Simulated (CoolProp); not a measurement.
Tetrahydrofuran along the isotherm 440.6 K: fugacity coefficient from the reference equation and from simpler models built on Tc = 540.2 K, pc = 5.304 MPa, ω = 0.234; each cubic takes its own stable root.

Computed with CoolProp (reference Helmholtz-energy equation of state, Fiedler 2023).

| p (MPa) | phase | reference | van der Waals | Soave-Redlich-Kwong | Peng-Robinson |
|---|---|---|---|---|---|
| 0.168 | gas | 0.9796 | 0.9848 | 0.9796 | 0.9782 |
| 0.318 | gas | 0.9613 | (withheld) | 0.9615 | (withheld) |
| 0.603 | gas | 0.9267 | 0.9454 | 0.9272 | 0.9223 |
| 1.14 | gas | 0.8610 | 0.8968 | 0.8627 | 0.8543 |
| 2.17 | liquid | 0.4760 | 0.8018 | 0.4869 | 0.4753 |
| 4.11 | liquid | 0.2652 | 0.4690 | 0.2728 | 0.2645 |
| 7.79 | liquid | 0.1548 | 0.2900 | (withheld) | 0.1538 |
| 14.8 | liquid | (withheld) | 0.2036 | 0.1037 | 0.09702 |
| 28 | liquid | (withheld) | 0.1798 | 0.07923 | 0.07116 |
| 53 | liquid | 0.07300 | (withheld) | 0.08116 | 0.06791 |

Fill in the missing entries.


- 0.318, van der Waals: 0.9712
- 0.318, Peng-Robinson: 0.9588
- 7.79, Soave-Redlich-Kwong: 0.1607
- 14.8, reference: 0.09842
- 28, reference: 0.07353
- 53, van der Waals: 0.2376

At some of these states van der Waals gives the other phase, because its saturation line lies elsewhere.
